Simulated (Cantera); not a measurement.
An isothermal, constant-pressure homogeneous reactor starts with H2 : O2 = 0.012 : 1 (molar parts), at 1425 K and 1.20 Torr. Integrator tolerance rtol = 1e-08.

Cantera simulation using GRI-Mech 3.0 (53 species, 325 reactions); the numbers are that mechanism's predictions, not measurements. Radical loss at walls, strong at low pressure, is not modelled.

### Question
What does this change do: temperature 1425 to 1025 K?

### Answer
```json
[
 {"quantity": "x(H2) at 10.0 s", "before": "3.97e-5 (gas-phase equilibrium 1.98e-7)", "after": "1.17e-5 (gas-phase equilibrium 5.46e-11)"},
 {"quantity": "x(O2) at 10.0 s", "before": "0.980 (gas-phase equilibrium 0.988)", "after": "0.986 (gas-phase equilibrium 0.988)"},
 {"quantity": "x(HO2) at 10.0 s", "before": "4.64e-8 (gas-phase equilibrium 2.43e-8)", "after": "1.40e-7 (gas-phase equilibrium 3.04e-10)"},
 {"quantity": "x(H2O2) at 10.0 s", "before": "1.19e-9 (gas-phase equilibrium 6.22e-11)", "after": "2.60e-9 (gas-phase equilibrium 1.83e-12)"},
 {"quantity": "x(OH) at 10.0 s", "before": "0.00141 (gas-phase equilibrium 0.000100)", "after": "0.000214 (gas-phase equilibrium 4.72e-7)"}
]
```
